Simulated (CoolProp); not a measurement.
Model: reference Helmholtz-energy equation of state, Akasaka 2024, in CoolProp.

**Question.** For R1132(E), give the phase and the cv (kJ/(kg K)), expansivity (1/kK) at 349.9 K and 65 bar; 292.5 K and 10.7 bar; 255.3 K and 29.6 bar.

**Answer.** 
- 349.9 K and 65 bar: supercritical; cv 1.13, expansivity 16.8
- 292.5 K and 10.7 bar: gas; cv 0.871, expansivity 5.85
- 255.3 K and 29.6 bar: liquid; cv 1.06, expansivity 2.55
